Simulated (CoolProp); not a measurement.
Vapour-liquid equilibrium of methane (1) + ethylene (2) at 145.9 K; x and y are mole fractions of (1).

The numbers come from the multi-fluid Helmholtz-energy mixture model, Setzmann 1991 and Smukala 2000; pair parameters Bell 2016 in CoolProp.

Give the bubble pressure and the first vapour's composition at x = 0.05, 0.35, 0.65. Is there an azeotrope?

x = 0.05: 79.36 kPa, y = 0.758; x = 0.35: 379.6 kPa, y = 0.958; x = 0.65: 594.2 kPa, y = 0.981. No azeotrope shows between x = 0.05 and 0.95.

The pair parameters rest on a limited set of measurements; away from them the model extrapolates. The gap from Raoult's law changes sign with composition, which may be real or a fault of the pair parameters; it wasn't checked against measurements.
